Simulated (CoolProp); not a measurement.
m-xylene along the isotherm 346.85 °C: fugacity coefficient from the reference equation and from simpler models built on Tc = 343.7 °C, pc = 3535 kPa, ω = 0.326; each cubic takes its own stable root.

Values from CoolProp's reference Helmholtz-energy equation of state, Zhou 2012.

| p (kPa) | phase | reference |
|---|---|---|
| 803 | gas | 0.9198 |
| 1610 | gas | 0.8414 |
| 2410 | gas | 0.7649 |
| 3210 | gas | 0.6875 |
| 4020 | supercritical | 0.5946 |
| 4820 | supercritical | 0.5153 |
| 5620 | supercritical | 0.4581 |
| 6430 | supercritical | 0.4146 |
| 7230 | supercritical | 0.3813 |
| 8030 | supercritical | 0.3547 |
| 8840 | supercritical | 0.3328 |

**Question.** How far does each simpler model (Redlich-Kwong, Soave-Redlich-Kwong) lie from the reference over these 11 states: mean and median of the absolute difference, and the worst?

**Answer.** 
- Redlich-Kwong: mean 4.4 %, median 4.5 %, worst +8.2 % at 346.85 °C and 8840 kPa
- Soave-Redlich-Kwong: mean 4.7 %, median 4.9 %, worst +8.7 % at 346.85 °C and 8840 kPa
